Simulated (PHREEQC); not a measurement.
Solution (25 °C and 10 atm): 0.014 mol/kgw Li2CO3, 0.00031 mol/kgw K2SO4 and 0.091 mol/kgw HCl. Closed to the air; pH follows from the charge balance.

Model: ion-association model, phreeqc.dat, run in PHREEQC.

```
quantity              before     after
-------------------  -------  --------
pH                      1.28      3.21
SO4-2 (mol/kgw)      8.86e-5   2.94e-6
KSO4- (mol/kgw)      1.43e-7  1.11e-10
SI of Sylvite (KCl)    -5.38     -9.18
```

What was changed between the two runs?
A) HCl from 0.091 to 0.182 mol/kgw
B) Li2CO3 replaced by (NH4)2CO3 at the same molality
C) HCl from 0.091 to 0.0091 mol/kgw
D) diluted 2-fold with water
E) diluted 100-fold with water

E, diluted 100-fold with water

No solid was allowed to form.
